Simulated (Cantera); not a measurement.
An adiabatic, constant-pressure homogeneous reactor starts with CH4 : CO : O2 : N2 = 1 : 1.5 : 6.11 : 23 (molar parts), equivalence ratio 0.45, at 1473 K and 3600 Torr. Integrator tolerance rtol = 1e-08.

Computed with Cantera and GRI-Mech 3.0 (53 species, 325 reactions).

What does this change do: pressure from 3600 Torr to 9750 Torr?


```tsv
quantity	before	after
time of steepest temperature rise	0.279 ms	0.132 ms
temperature at 2.00 s	2411 K	2424 K
equilibrium temperature	2411 K	2424 K
x(CH4) at 2.00 s	<1e-12 (gas-phase equilibrium <1e-12)	<1e-12 (gas-phase equilibrium <1e-12)
x(CO) at 2.00 s	0.00255 (gas-phase equilibrium 0.00255)	0.00169 (gas-phase equilibrium 0.00169)
x(O2) at 2.00 s	0.101 (gas-phase equilibrium 0.101)	0.101 (gas-phase equilibrium 0.101)
x(CH2CO) at 2.00 s	<1e-12 (gas-phase equilibrium <1e-12)	<1e-12 (gas-phase equilibrium <1e-12)
x(C2H2) at 2.00 s	<1e-12 (gas-phase equilibrium <1e-12)	<1e-12 (gas-phase equilibrium <1e-12)
```
The pressure lies above the range GRI-Mech 3.0 was tuned for (to about 10 atm).

What does this change do: N2 23 to 46 parts?


```json
[
 {"quantity": "time of steepest temperature rise", "before": "0.279 ms", "after": "0.470 ms"},
 {"quantity": "temperature at 2.00 s", "before": "2411 K", "after": "2066 K"},
 {"quantity": "equilibrium temperature", "before": "2411 K", "after": "2066 K"},
 {"quantity": "x(CH4) at 2.00 s", "before": "<1e-12 (gas-phase equilibrium <1e-12)", "after": "<1e-12 (gas-phase equilibrium <1e-12)"},
 {"quantity": "x(CO) at 2.00 s", "before": "0.00255 (gas-phase equilibrium 0.00255)", "after": "0.000195 (gas-phase equilibrium 0.000195)"},
 {"quantity": "x(O2) at 2.00 s", "before": "0.101 (gas-phase equilibrium 0.101)", "after": "0.0597 (gas-phase equilibrium 0.0597)"},
 {"quantity": "x(CH2CO) at 2.00 s", "before": "<1e-12 (gas-phase equilibrium <1e-12)", "after": "<1e-12 (gas-phase equilibrium <1e-12)"},
 {"quantity": "x(C2H2) at 2.00 s", "before": "<1e-12 (gas-phase equilibrium <1e-12)", "after": "<1e-12 (gas-phase equilibrium <1e-12)"}
]
```
